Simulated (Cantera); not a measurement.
Input: 1 mol CuO, 0.73 mol H2, 23 mol N2, at 100000 Pa.

Cantera equilibrium calculation (NASA polynomials, part measured and part estimated; ideal gas, pure solids and liquids). Candidate condensed phases: Cu, CuO, Cu(OH)2, Cu2O, H2O; 27 gas species. Each liquid is taken as pure. Mutual solubility and eutectic melting of coexisting phases are not modelled. Kinetics and transport are ignored.

log p: log10 of the partial pressure in bar; n: condensed amount in mol.

| T (K) | log p N2 | log p H2O | log p Cu | log p O2 | log p NO | log p OH | n Cu(s) | n Cu2O(s) | n Cu(l) | n Cu2O(l) |
|---|---|---|---|---|---|---|---|---|---|---|
| 925 | -0.01 | -1.51 | <-12 | … | -10.21 | -10.56 | 0.460 | 0.270 | 0 | 0 |
| 1125 | -0.01 | -1.51 | -8.87 | … | -7.61 | -8.09 | 0.460 | 0.270 | 0 | 0 |
| 1325 | -0.01 | -1.51 | -6.55 | … | -5.80 | -6.37 | 0.460 | 0.270 | 0 | 0 |
| 1525 | -0.01 | -1.51 | -4.91 | … | -4.38 | -5.05 | 0 | 0 | 0.476 | 0.262 |
| 1725 | -0.01 | -1.51 | -3.66 | … | -3.53 | -4.16 | 0 | 0 | 0.611 | 0.192 |
| 1925 | -0.02 | -1.52 | -2.68 | -2.30 | -2.98 | -3.52 | 0 | 0 | 0.949 | 0 |
| 2125 | -0.02 | -1.53 | -1.89 | -2.34 | -2.76 | -3.12 | 0 | 0 | 0.684 | 0 |

Fill in the missing entries.


- 925, log p O2: -11.40
- 1125, log p O2: -8.04
- 1325, log p O2: -5.71
- 1525, log p O2: -3.81
- 1725, log p O2: -2.83
